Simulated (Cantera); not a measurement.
An adiabatic, constant-pressure homogeneous reactor starts with CO : H₂ : CH₄ : O₂ : N₂ = 1 : 0.15 : 0.38 : 0.89 : 3.35 (molar parts), equivalence ratio 1.5, at 1175 K and 1.10 bar. Integrator tolerance rtol = 1e-08.

Computed with Cantera and GRI-Mech 3.0 (53 species, 325 reactions).

Question: What does this change do: CO 1 to 0.32 parts?

Answer: 
| quantity | before | after |
|---|---|---|
| time of steepest temperature rise | 4.29 ms | 3.96 ms |
| temperature at 6.00 s | 2648 K | 2655 K |
| equilibrium temperature | 2648 K | 2655 K |
| x(CO) at 6.00 s | 0.140 (gas-phase equilibrium 0.140) | 0.0584 (gas-phase equilibrium 0.0584) |
| x(H₂) at 6.00 s | 0.0263 (gas-phase equilibrium 0.0263) | 0.0170 (gas-phase equilibrium 0.0170) |
| x(CH₄) at 6.00 s | <1e-12 (gas-phase equilibrium <1e-12) | <1e-12 (gas-phase equilibrium <1e-12) |
| x(H₂O) at 6.00 s | 0.125 (gas-phase equilibrium 0.125) | 0.152 (gas-phase equilibrium 0.152) |
| x(C₂H) at 6.00 s | <1e-12 (gas-phase equilibrium <1e-12) | <1e-12 (gas-phase equilibrium <1e-12) |

Question: What does this change do: pressure from 1.10 bar to 1.01 bar?

Answer: 
```tsv
quantity	before	after
time of steepest temperature rise	4.29 ms	4.56 ms
temperature at 6.00 s	2648 K	2644 K
equilibrium temperature	2648 K	2644 K
x(CO) at 6.00 s	0.140 (gas-phase equilibrium 0.140)	0.140 (gas-phase equilibrium 0.140)
x(H₂) at 6.00 s	0.0263 (gas-phase equilibrium 0.0263)	0.0263 (gas-phase equilibrium 0.0263)
x(CH₄) at 6.00 s	<1e-12 (gas-phase equilibrium <1e-12)	<1e-12 (gas-phase equilibrium <1e-12)
x(H₂O) at 6.00 s	0.125 (gas-phase equilibrium 0.125)	0.125 (gas-phase equilibrium 0.125)
x(C₂H) at 6.00 s	<1e-12 (gas-phase equilibrium <1e-12)	<1e-12 (gas-phase equilibrium <1e-12)
```
